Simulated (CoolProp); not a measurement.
Vapour-liquid equilibrium of n-octane (1) + o-xylene (2) at 333.4 K; x and y are mole fractions of (1).

Values from CoolProp's multi-fluid Helmholtz-energy mixture model, Beckmüller 2019 and Zhou 2012; pair parameters Bell 2016.

| x | bubble pressure, mixture model (MPa) | bubble pressure, Raoult's law (MPa) | y, mixture model | y, Raoult's law |
|---|---|---|---|---|
| 0.05 | 0.005831 | 0.005770 | 0.101 | 0.092 |
| 0.2 | ? | 0.006534 | 0.339 | 0.325 |
| 0.35 | 0.007527 | 0.007297 | ? | 0.509 |
| 0.5 | ? | 0.008060 | 0.656 | 0.658 |
| 0.65 | ? | 0.008824 | ? | 0.781 |
| 0.8 | 0.009700 | 0.009587 | 0.877 | 0.885 |
| 0.95 | 0.01038 | 0.01035 | 0.971 | 0.973 |

Fill in the missing entries.


- 0.2, bubble pressure, mixture model (MPa): 0.006715
- 0.35, y, mixture model: 0.515
- 0.5, bubble pressure, mixture model (MPa): 0.008284
- 0.65, bubble pressure, mixture model (MPa): 0.009005
- 0.65, y, mixture model: 0.774

The largest gap from Raoult's law is +3.2 % in bubble pressure, at x = 0.35. No azeotrope shows between x = 0.05 and 0.95.

The pair parameters rest on a limited set of measurements; away from them the model extrapolates.
